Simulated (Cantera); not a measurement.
Input: 1 mol Si₂H₆, 0.024 mol Cl₂, 5.6 mol N₂, at 1700 K and 0.00630 bar.

Cantera equilibrium calculation (NASA polynomials, part measured and part estimated; ideal gas, pure solids and liquids). Candidate condensed phases: NH₄Cl, Si, Si₃N₄; 28 gas species. The feed counts by its element totals alone. Rates play no part.

Base state: N₂ 0.585, H₂ 0.407, HCl 0.00618, H 0.00118, SiCl₂ 0.000189, Si 6.07e-5, Cl 1.40e-5 (mole fractions); condensed: Si₃N₄(s).

Question: What changes in the equilibrium state with this change: pressure from 0.00630 bar to 0.00133 bar?

Answer: 
| species | before | after |
|---|---|---|
| N₂ | 0.585 | 0.648 |
| H₂ | 0.407 | 0.344 |
| HCl | 0.00618 | 0.00499 |
| Si | 6.07e-5 | 0.000509 |
| Si₂N | 2.27e-6 | 1.64e-5 |
| SiH | 4.76e-6 | 1.69e-5 |
| SiCl | 7.57e-6 | 2.56e-5 |
| Si₃N₄(s), mol | 0.666 | 0 |
| Si(l), mol | 0 | 1.99 |
The tables' values for SiCl are old estimates; treat these amounts as uncertain.

Question: What changes in the equilibrium state with this change: Cl₂ from 0.024 to 0.079 mol?

Answer: 
```
species          before    after
-------------  --------  -------
N₂                0.585    0.581
H₂                0.407    0.398
HCl             0.00618   0.0181
SiCl₂          0.000189  0.00166
SiCl            7.57e-6  2.25e-5
Cl              1.40e-5  4.13e-5
H               0.00118  0.00117
Si              6.07e-5  6.10e-5
Si₃N₄(s), mol     0.666    0.662
```
The tables' values for SiCl are old estimates; treat these amounts as uncertain.

Question: What changes in the equilibrium state with this change: temperature from 1700 K to 1650 K?

Answer: 
```
species          before     after
-------------  --------  --------
N₂                0.585     0.585
H₂                0.407     0.408
HCl             0.00618   0.00634
H               0.00118  0.000731
SiCl₂          0.000189  0.000115
Si              6.07e-5   1.39e-5
Cl              1.40e-5   8.91e-6
Si₃N₄(s), mol     0.666     0.666
```
